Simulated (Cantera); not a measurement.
A perfectly stirred reactor is fed with C2H6 : H2 : H2O = 1 : 2.6 : 0.048 (molar parts), at 560 Pa; it is held at 1298 K, and followed from long to short residence time.

Model: GRI-Mech 3.0 (53 species, 325 reactions), integrated in Cantera. GRI-Mech 3.0 stops at C3 and has no aromatics, soot or wall deposition, so with more carbon than oxygen in the feed, carbon stays in small species such as C2H2 where larger ones or solid carbon would form. Radical loss at walls, strong at low pressure, is not modelled.

x: mole fraction; the columns are a selection and need not sum to one.

| τ (s) | x C2H6 | x H2 | x H | x C2H4 | x CH2 |
|---|---|---|---|---|---|
| 7.4 | 0.00141 | 0.748 | [?] | 0.0196 | 1.07e-8 |
| 2.7 | 0.00330 | 0.734 | [?] | 0.0363 | 1.77e-8 |
| 1.0 | 0.00765 | 0.719 | [?] | 0.0602 | 2.97e-8 |
| 0.37 | 0.0175 | 0.703 | [?] | 0.0851 | 5.16e-8 |
| 0.14 | 0.0386 | 0.693 | 0.000144 | 0.0997 | 8.84e-8 |
| 0.050 | 0.0843 | 0.693 | 0.000148 | 0.0941 | 1.42e-7 |
| 0.019 | 0.152 | 0.702 | [?] | 0.0663 | 1.78e-7 |
| 0.0068 | 0.223 | 0.711 | [?] | 0.0297 | 1.40e-7 |
| 0.0025 | 0.260 | 0.713 | [?] | 0.00805 | 4.86e-8 |
| 0.00093 | 0.272 | 0.713 | [?] | 0.00132 | 8.39e-9 |

Question: Fill in the missing entries.

Answer: 
- 7.4, x H: 7.91e-5
- 2.7, x H: 9.36e-5
- 1.0, x H: 0.000110
- 0.37, x H: 0.000128
- 0.019, x H: 0.000136
- 0.0068, x H: 0.000107
- 0.0025, x H: 6.43e-5
- 0.00093, x H: 2.83e-5
